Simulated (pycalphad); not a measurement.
Computed with pycalphad from the COST 507 light-alloy database (1999), at 1 atm. The database dates from 1999; later assessments differ in places, in temperatures and in the compounds included. Diffusion is slow at the low end, where real alloys seldom reach equilibrium.

# Ti-1.605Hf-1.062B (wt.%): equilibrium cooling sequence

| T (°C) | phases above | phases below |
|---|---|---|
| 1576.2 | liquid | bcc + liquid |
| 1541.0 | bcc + liquid | bcc + BM |
| 879.6 | bcc + BM | bcc + BM + hcp |
| 878.4 | bcc + BM + hcp | BM + hcp |

Changes were sought between steps of 40 K, so a narrower field can be missed.

Database names, with the compositions (at.%) that they take in these runs: BM: Ti 50 B 50.
